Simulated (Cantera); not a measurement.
Cantera run:

```python
import numpy as np
import cantera as ct

gas_names = """
    H HO2 H2 H2O H2O2 O OH O2 O3 Pb PbO Pb2
""".split()
cond_names = """
    H2O(s) H2O(L) Pb(cr) Pb(L) PbO(rd) PbO(yw) PbO(L) PbO2(s) Pb3O4(s)
""".split()


# ... load() reads the species with a 1 bar reference pressure and builds the phases ...
atoms = {
    'PbO': {'Pb': 1, 'O': 1},
    'H2': {'H': 2},
    'H2O': {'H': 2, 'O': 1},
}
top_T = {'Pb3O4(s)': 820}  # K; cautious upper limits of use, not melting points


# ... equilibrate(T, P, feed) seeds the gas with the atoms and calls Mixture.equilibrate('TP', solver="vcs", rtol=1e-11, max_steps=5000) ...
results = []
P = 10000  # Pa
for T in [1098, 1148, 1198, 1248, 1298, 1348, 1398, 1448, 1498, 1548, 1598]:
    for m in [1, 1.6, 2.2, 2.8, 3.4, 4, 4.6, 5.2, 5.7, 6.3, 6.9, 7.5, 8.1]:
        feed = {'PbO': 1, 'H2': 0.33, 'H2O': m}  # mol
        mix = equilibrate(T, P, feed)
        results.append((T, P, feed, dict(zip(mix.species_names, mix.species_moles))))

for T, P, feed, n in results:
    print(f"{T:7g} {feed['H2O']:10.4g}  " + (" + ".join(c for c in cond_names if n.get(c, 0) > 1e-12) or "gas only"))
```

Result:

```
   1098          1  Pb(L) + PbO(yw)
   1098        1.6  Pb(L) + PbO(yw)
   1098        2.2  Pb(L) + PbO(yw)
   1098        2.8  Pb(L) + PbO(yw)
   1098        3.4  Pb(L) + PbO(yw)
   1098          4  Pb(L) + PbO(yw)
   1098        4.6  Pb(L) + PbO(yw)
   1098        5.2  Pb(L) + PbO(yw)
   1098        5.7  Pb(L) + PbO(yw)
   1098        6.3  Pb(L) + PbO(yw)
   1098        6.9  Pb(L) + PbO(yw)
   1098        7.5  Pb(L) + PbO(yw)
   1098        8.1  Pb(L) + PbO(yw)
   1148          1  Pb(L) + PbO(yw)
   1148        1.6  Pb(L) + PbO(yw)
   1148        2.2  Pb(L) + PbO(yw)
   1148        2.8  Pb(L) + PbO(yw)
   1148        3.4  Pb(L) + PbO(yw)
   1148          4  Pb(L) + PbO(yw)
   1148        4.6  Pb(L) + PbO(yw)
   1148        5.2  Pb(L) + PbO(yw)
   1148        5.7  Pb(L) + PbO(yw)
   1148        6.3  Pb(L) + PbO(yw)
   1148        6.9  Pb(L) + PbO(yw)
   1148        7.5  Pb(L) + PbO(yw)
   1148        8.1  Pb(L) + PbO(yw)
   1198          1  Pb(L) + PbO(L)
   1198        1.6  Pb(L) + PbO(L)
   1198        2.2  Pb(L) + PbO(L)
   1198        2.8  Pb(L) + PbO(L)
   1198        3.4  Pb(L) + PbO(L)
   1198          4  Pb(L) + PbO(L)
   1198        4.6  Pb(L) + PbO(L)
   1198        5.2  Pb(L) + PbO(L)
   1198        5.7  Pb(L) + PbO(L)
   1198        6.3  Pb(L) + PbO(L)
   1198        6.9  Pb(L) + PbO(L)
   1198        7.5  Pb(L) + PbO(L)
   1198        8.1  Pb(L) + PbO(L)
   1248          1  Pb(L) + PbO(L)
   1248        1.6  Pb(L) + PbO(L)
   1248        2.2  Pb(L) + PbO(L)
   1248        2.8  Pb(L) + PbO(L)
   1248        3.4  Pb(L) + PbO(L)
   1248          4  Pb(L) + PbO(L)
   1248        4.6  Pb(L) + PbO(L)
   1248        5.2  Pb(L) + PbO(L)
   1248        5.7  Pb(L) + PbO(L)
   1248        6.3  Pb(L) + PbO(L)
   1248        6.9  Pb(L) + PbO(L)
   1248        7.5  Pb(L) + PbO(L)
   1248        8.1  Pb(L) + PbO(L)
   1298          1  Pb(L) + PbO(L)
   1298        1.6  Pb(L) + PbO(L)
   1298        2.2  Pb(L) + PbO(L)
   1298        2.8  Pb(L) + PbO(L)
   1298        3.4  Pb(L) + PbO(L)
   1298          4  Pb(L) + PbO(L)
   1298        4.6  Pb(L) + PbO(L)
   1298        5.2  Pb(L) + PbO(L)
   1298        5.7  Pb(L) + PbO(L)
   1298        6.3  Pb(L) + PbO(L)
   1298        6.9  Pb(L) + PbO(L)
   1298        7.5  Pb(L) + PbO(L)
   1298        8.1  Pb(L) + PbO(L)
   1348          1  Pb(L) + PbO(L)
   1348        1.6  Pb(L) + PbO(L)
   1348        2.2  Pb(L) + PbO(L)
   1348        2.8  Pb(L) + PbO(L)
   1348        3.4  Pb(L) + PbO(L)
   1348          4  Pb(L) + PbO(L)
   1348        4.6  Pb(L) + PbO(L)
   1348        5.2  Pb(L) + PbO(L)
   1348        5.7  Pb(L) + PbO(L)
   1348        6.3  PbO(L)
   1348        6.9  PbO(L)
   1348        7.5  PbO(L)
   1348        8.1  PbO(L)
   1398          1  Pb(L) + PbO(L)
   1398        1.6  Pb(L) + PbO(L)
   1398        2.2  Pb(L) + PbO(L)
   1398        2.8  Pb(L) + PbO(L)
   1398        3.4  PbO(L)
   1398          4  PbO(L)
   1398        4.6  PbO(L)
   1398        5.2  PbO(L)
   1398        5.7  PbO(L)
   1398        6.3  PbO(L)
   1398        6.9  PbO(L)
   1398        7.5  PbO(L)
   1398        8.1  PbO(L)
   1448          1  Pb(L) + PbO(L)
   1448        1.6  PbO(L)
   1448        2.2  PbO(L)
   1448        2.8  PbO(L)
   1448        3.4  PbO(L)
   1448          4  PbO(L)
   1448        4.6  PbO(L)
   1448        5.2  PbO(L)
   1448        5.7  PbO(L)
   1448        6.3  PbO(L)
   1448        6.9  PbO(L)
   1448        7.5  PbO(L)
   1448        8.1  PbO(L)
   1498          1  PbO(L)
   1498        1.6  PbO(L)
   1498        2.2  PbO(L)
   1498        2.8  PbO(L)
   1498        3.4  PbO(L)
   1498          4  PbO(L)
   1498        4.6  PbO(L)
   1498        5.2  PbO(L)
   1498        5.7  PbO(L)
   1498        6.3  PbO(L)
   1498        6.9  gas only
   1498        7.5  gas only
   1498        8.1  gas only
   1548          1  PbO(L)
   1548        1.6  PbO(L)
   1548        2.2  PbO(L)
   1548        2.8  gas only
   1548        3.4  gas only
   1548          4  gas only
   1548        4.6  gas only
   1548        5.2  gas only
   1548        5.7  gas only
   1548        6.3  gas only
   1548        6.9  gas only
   1548        7.5  gas only
   1548        8.1  gas only
   1598          1  gas only
   1598        1.6  gas only
   1598        2.2  gas only
   1598        2.8  gas only
   1598        3.4  gas only
   1598          4  gas only
   1598        4.6  gas only
   1598        5.2  gas only
   1598        5.7  gas only
   1598        6.3  gas only
   1598        6.9  gas only
   1598        7.5  gas only
   1598        8.1  gas only
```

Equilibrium computed with Cantera from the NASA thermochemical tables; the gas is ideal and each condensed phase is pure. Each liquid is taken as pure. Mutual solubility and eutectic melting of coexisting phases are not modelled.
